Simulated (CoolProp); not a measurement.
Vapour-liquid equilibrium of R143a (1) + dimethyl ether (2) at 0.883 MPa; x and y are mole fractions of (1).

The numbers come from the multi-fluid Helmholtz-energy mixture model, Lemmon and Jacobsen 2000 and Wu 2011; pair parameters Bell 2016 in CoolProp.

### Question
Give the bubble temperature and the first vapour's composition at x = 0.125, 0.275, 0.5. Is there an azeotrope?

### Answer
x = 0.125: 307.6 K, y = 0.218; x = 0.275: 302.2 K, y = 0.421; x = 0.5: 295.8 K, y = 0.649. No azeotrope shows between x = 0.05 and 0.95.

Pair parameters are fitted to limited data, so mixtures are less certain than the pure fluids.
